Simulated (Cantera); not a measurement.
A perfectly stirred reactor is fed with H2 : O2 : N2 = 1 : 0.746 : 2.81 (molar parts), equivalence ratio 0.67, at 1580 Torr; it is adiabatic with a 750 K inlet, and is followed from long to short residence time, starting on the burning branch (τ in s: 0.091, 0.036, 0.014, 0.0054, 0.0021, 0.00083, 0.00032, 0.00013, 4.9e-05).

Computed with Cantera and GRI-Mech 3.0 (53 species, 325 reactions). The hydrogen kinetics of GRI-Mech 3.0 are dated; newer H2 mechanisms differ, most at raised pressure.

Question: What does this change do: N2 2.81 to 2.1 parts?

Answer: 
| quantity | before | after |
|---|---|---|
| blow-out, bracketed by the residence times tried | burning at 49.0 µs, the shortest tried | burning at 49.0 µs, the shortest tried |
| x(H2) at τ = 91.0 ms | 0.00150 | 0.00459 |
| x(O2) at τ = 91.0 ms | 0.0567 | 0.0652 |
| x(H2O) at τ = 91.0 ms | 0.241 | 0.284 |
| x(NO) at τ = 91.0 ms | 0.00478 | 0.0105 |
| x(O) at τ = 91.0 ms | 0.000839 | 0.00257 |
| x(H2) at τ = 2.10 ms | 0.00301 | 0.00561 |
| x(O2) at τ = 2.10 ms | 0.0586 | 0.0689 |
| x(H2O) at τ = 2.10 ms | 0.237 | 0.281 |
| x(NO) at τ = 2.10 ms | 0.000403 | 0.00241 |
| x(O) at τ = 2.10 ms | 0.00165 | 0.00326 |
